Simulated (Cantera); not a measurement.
Input (Python, Cantera) and output of one run.

```python
import numpy as np
import cantera as ct

gas_names = [...]  # 114 gases of nasa_gas.yaml made of C, Fe, H, O
cond_names = """
    C(gr) C6H6(L) C7H8(L) C8H18(L),n-octa Fe(a) Fe(c) Fe(d) Fe(L) FeC5O5(L) FeO(s) FeO(L) Fe(OH)2(s)
    Fe(OH)3(s) Fe2O3(s) Fe3O4(s) H2O(s) H2O(L)
""".split()


# ... load() reads the species with a 1 bar reference pressure and builds the phases ...
atoms = {
    'Fe(CO)5': {'Fe': 1, 'C': 5, 'O': 5},
    'H2': {'H': 2},
}
top_T = {'C(gr)': 4500, 'Fe2O3(s)': 1830, 'Fe3O4(s)': 1870}  # K; cautious upper limits of use, not melting points


# ... equilibrate(T, P, feed) seeds the gas with the atoms and calls Mixture.equilibrate('TP', solver="vcs", rtol=1e-11, max_steps=5000) ...
results = []
feed = {'Fe(CO)5': 1, 'H2': 2.7}  # mol
P = 7700  # Pa
for T in [948, 998, 1048, 1098, 1148, 1198, 1248, 1298, 1348, 1398, 1448, 1498]:
    mix = equilibrate(T, P, feed)
    results.append((T, P, feed, dict(zip(mix.species_names, mix.species_moles))))

top = {s: max(r[3][s] / sum(r[3][g] for g in gas_names) for r in results) for s in gas_names}
cols = sorted((s for s in top if top[s] > 0.001), key=lambda s: -top[s])[:8]
seen = [c for c in cond_names if any(r[3].get(c, 0) > 1e-12 for r in results)]
print("log10 of partial pressures in bar; condensed amounts in mol")
print(f"{'T/K':>10s}" + "".join(f"{s[:9]:>10s}" for s in cols + seen))
for T, P, feed, n in results:
    ng = sum(n[g] for g in gas_names)
    print(f"{T:10.4g}" + "".join(f"{np.log10(max(n[s] / ng * P / 1e5, 1e-99)):10.3f}" for s in cols)
          + "".join(f"{n.get(c, 0):10.4g}" for c in seen))
```

Output:

```
log10 of partial pressures in bar; condensed amounts in mol
       T/K        CO        H2       CO2       H2O       CH4     C(gr)     Fe(a)     Fe(c)
       948    -1.348    -1.565    -2.452    -2.926    -3.894    0.4317         1         0
       998    -1.319    -1.568    -2.865    -3.276    -4.147    0.1776         1         0
      1048    -1.308    -1.569    -3.270    -3.605    -4.372   0.07351         1         0
      1098    -1.304    -1.569    -3.647    -3.910    -4.576   0.03202         1         0
      1148    -1.302    -1.569    -3.995    -4.190    -4.762   0.01481         1         0
      1198    -1.302    -1.569    -4.315    -4.447    -4.933  0.007245         0         1
      1248    -1.301    -1.569    -4.608    -4.683    -5.091  0.003723         0         1
      1298    -1.301    -1.569    -4.878    -4.902    -5.236  0.001993         0         1
      1348    -1.301    -1.569    -5.128    -5.104    -5.372    0.0011         0         1
      1398    -1.301    -1.569    -5.359    -5.292    -5.497 0.0006166         0         1
      1448    -1.301    -1.569    -5.573    -5.466    -5.614 0.0003398         0         1
      1498    -1.301    -1.569    -5.772    -5.629    -5.723 0.0001666         0         1
```

Cantera equilibrium calculation (NASA polynomials, part measured and part estimated; ideal gas, pure solids and liquids). Condensed phases not in the tables: cementite and carbon dissolved in iron.
